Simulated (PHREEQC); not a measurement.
Dissolve 0.0038 mol NaOH and 0.0051 mol K2SiO3 per kg of water at 25 °C. Closed to the air; pH follows from the charge balance.

All values are PHREEQC results (ion-association model, wateq4f.dat), not measurements.

Q: The ionic strength comes out as 0.0143 mol/kgw. What activity coefficients do H2SiO4-2, H3SiO4-, K+, OH-, Na+ get?

A: H2SiO4-2 0.63, H3SiO4- 0.89, K+ 0.89, OH- 0.88, Na+ 0.89.

No solid was allowed to form.
